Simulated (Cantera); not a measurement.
An isothermal, constant-pressure homogeneous reactor starts with CH4 : N2 = 1 : 4.7 (molar parts), at 1750 K and 1130 Torr. Integrator tolerance rtol = 1e-08.

Computed with Cantera and GRI-Mech 3.0 (53 species, 325 reactions). GRI-Mech 3.0 stops at C3 and has no aromatics, soot or wall deposition, so with more carbon than oxygen in the feed, carbon stays in small species such as C2H2 where larger ones or solid carbon would form.

Task: What does this change do: pressure from 1130 Torr to 37.5 Torr?

Result: 
```csv
quantity,before,after
x(CH4) at 200 s,0.00349 (gas-phase equilibrium 0.00231),0.000120 (gas-phase equilibrium 7.93e-5)
x(CH2) at 200 s,1.27e-8 (gas-phase equilibrium 8.34e-9),1.29e-8 (gas-phase equilibrium 8.50e-9)
x(HCN) at 200 s,0.000389 (gas-phase equilibrium 0.0851),8.61e-5 (gas-phase equilibrium 0.0860)
x(C2H2) at 200 s,0.0722 (gas-phase equilibrium 0.0308),0.0745 (gas-phase equilibrium 0.0316)
x(C2H4) at 200 s,0.000785 (gas-phase equilibrium 0.000338),2.76e-5 (gas-phase equilibrium 1.17e-5)
x(C2H) at 200 s,2.08e-7 (gas-phase equilibrium 8.81e-8),1.16e-6 (gas-phase equilibrium 4.92e-7)
x(H) at 200 s,8.94e-5 (gas-phase equilibrium 8.98e-5),0.000495 (gas-phase equilibrium 0.000495)
```
